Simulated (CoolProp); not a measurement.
Values from CoolProp's reference Helmholtz-energy equation of state, Leachman 2009.

Task: Give the vapour pressure (MPa), enthalpy of vaporisation (kJ/kg), vapour Z, surface tension (mN/m) of saturated normal hydrogen at 27.4 K.

Result: 
| T (K) | p (MPa) | enthalpy of vaporisation (kJ/kg) | vapour Z | surface tension (mN/m) |
|---|---|---|---|---|
| 27.4 | 0.515 | 370 | 0.726 | 0.736 |

Surface tension comes from a separate correlation (Mulero 2012).
